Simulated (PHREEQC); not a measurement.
Solution (65 °C): 0.012 mol/kgw Ag2SO4, 6.7e-05 mol/kgw KBr and 0.00051 mol/kgw Cu(NO3)2. Closed to the air; pH follows from the charge balance.

The numbers come from PHREEQC with the ion-association model, wateq4f.dat.

Each row changes one thing in this solution. This is a speciation only: nothing precipitates in the calculation.

| case | pH | ionic strength (mol/kgw) | SO4-2 (mol/kgw) | Cu+2 (mol/kgw) | CuSO4 (mol/kgw) | HSO4- (mol/kgw) | SI of Cu(OH)2 (Cu(OH)2) |
|---|---|---|---|---|---|---|---|
| as made | 5.40 | 0.0316 | 0.00923 | 0.000311 | 0.000189 | 5.75e-6 | -0.32 |
| 0.0074 mol/kgw MgCl2 added | 5.35 | 0.0295 | 0.00701 | 0.000336 | 0.000161 | 4.91e-6 | -0.37 |
| Cu(NO3)2 from 0.00051 to 0.000459 mol/kgw | 5.43 | 0.0315 | 0.00924 | 0.000279 | 0.000171 | 5.38e-6 | -0.31 |
| 0.00047 mol/kgw Ca(OH)2 added | 8.19 | 0.0317 | 0.00924 | 1.63e-6 | 9.94e-7 | 9.38e-9 | +2.98 |
| Ag2SO4 replaced by Na2SO4 at the same molality | 5.43 | 0.0352 | 0.0110 | 0.000296 | 0.000204 | 6.26e-6 | -0.29 |

Some of these states are supersaturated (in Bromyrite, Tenorite (slow to form), Cerargyrite, for instance). Away from 25 °C the constants follow the database's enthalpies or fits; those with neither stay at their 25 °C values. The database's constant for dissolved Cu(OH)2 is higher than later reviews accept.
